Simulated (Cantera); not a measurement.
# Equilibrium for hydrogen reduction and annealing atmospheres: TiO2 + H2

Input: 1 mol TiO2, a varied amount of H2, held at 0.000260 bar.

These are equilibrium values from Cantera (NASA tables, ideal gas, pure condensed phases), not measurements of a reactor. Candidate condensed phases: H2O, Ti, TiO, TiO2, Ti2O3, Ti3O5, Ti4O7; 12 gas species. Mutual solubility and eutectic melting of coexisting phases are not modelled. Condensed phases not in the tables: Magnéli phases beyond Ti4O7. Equilibrium is a limit: real reactors are often held back by kinetics, nucleation or transport.

Map the stable condensed phases over T = 875, 925, 975, 1025, 1075, 1125, 1175, 1225, 1275, 1325, 1375, 1425, 1475, 1525 °C and n(H2) in mol = 21, 37, 64, 110, 190, 330, 580.


```
T in °C \ n(H2) in mol
          21  37  64 110 190 330 580
   1525    A   A   A   A   A   B   B
   1475    A   A   A   A   A   C   B
   1425    A   A   A   A   A   C   B
   1375    D   A   A   A   A   A   C
   1325    E   A   A   A   A   A   C
   1275    E   E   A   A   A   A   A
   1225    E   E   D   A   A   A   A
   1175    F   E   E   D   A   A   A
   1125    F   E   E   E   D   A   A
   1075    F   F   E   E   E   D   A
   1025    F   F   F   E   E   E   A
    975    F   F   F   F   E   E   E
    925    F   F   F   F   F   E   E
    875    F   F   F   F   F   F   E
```
A: Ti3O5; B: Ti2O3; C: Ti2O3 + Ti3O5; D: Ti3O5 + Ti4O7; E: Ti4O7; F: TiO2 + Ti4O7.
